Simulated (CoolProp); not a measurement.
Vapour-liquid equilibrium of propylene (1) + 1-butene (2) at 18.75 °C; x and y are mole fractions of (1).

The numbers come from the multi-fluid Helmholtz-energy mixture model, Lemmon 2013 and Lemmon 2005; pair parameters Bell 2016 in CoolProp.

```
x      bubble pressure, mixture model (MPa)  bubble pressure, Raoult's law (MPa)  y, mixture model  y, Raoult's law
-----  ------------------------------------  -----------------------------------  ----------------  ---------------
0.05                                 0.2786                               0.2818             0.156            0.175
0.125                                0.3297                               0.3372             0.332            0.365
0.2                                       …                               0.3927             0.463            0.501
0.275                                0.4339                               0.4482             0.565            0.604
0.35                                 0.4869                               0.5037             0.646            0.684
0.425                                     …                               0.5592             0.713            0.748
0.5                                  0.5952                               0.6147             0.769            0.801
0.575                                0.6505                               0.6702             0.817            0.845
0.65                                 0.7068                               0.7257             0.858            0.882
0.725                                     …                               0.7812                 …            0.914
0.8                                  0.8224                               0.8367             0.927            0.941
0.875                                0.8820                               0.8921             0.957            0.966
0.95                                 0.9431                               0.9476             0.983            0.987
```

Problem. What belongs in the gaps?

Solution. 
- 0.2, bubble pressure, mixture model (MPa): 0.3815
- 0.425, bubble pressure, mixture model (MPa): 0.5407
- 0.725, bubble pressure, mixture model (MPa): 0.7640
- 0.725, y, mixture model: 0.895

The largest gap from Raoult's law is -3.3 % in bubble pressure, at x = 0.35. No azeotrope shows between x = 0.05 and 0.95.

Pair parameters are fitted to limited data, so mixtures are less certain than the pure fluids.
